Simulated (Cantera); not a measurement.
Charge: 1 mol CH₂F₂, 0.6 mol HCl, held at 1.10 mbar.

Method: chemical equilibrium by Gibbs-energy minimisation in Cantera with the NASA 1993 tables (ideal gas, pure condensed phases). Candidate condensed phases: C, C₆H₆, C₇H₈, C₈H₁₈; 118 gas species. Equilibrium is a limit: real reactors are often held back by kinetics, nucleation or transport.

Question: Which condensed phases are stable at each of these points (T (°C)): 1702, 1852, 2002, 2152, 2302, 2452, 2602, 2752?

Answer: 
```
T (°C)  condensed phases  C condensed (%)
------  ----------------  ---------------
1702         C(graphite)            100.0
1852         C(graphite)            100.0
2002         C(graphite)             99.9
2152         C(graphite)             99.7
2302         C(graphite)             98.0
2452         C(graphite)             85.9
2602         C(graphite)              0.8
2752            gas only              0.0
```

From 1702 °C to 2602 °C the condensed part is C(graphite). At 2752 °C nothing is condensed.
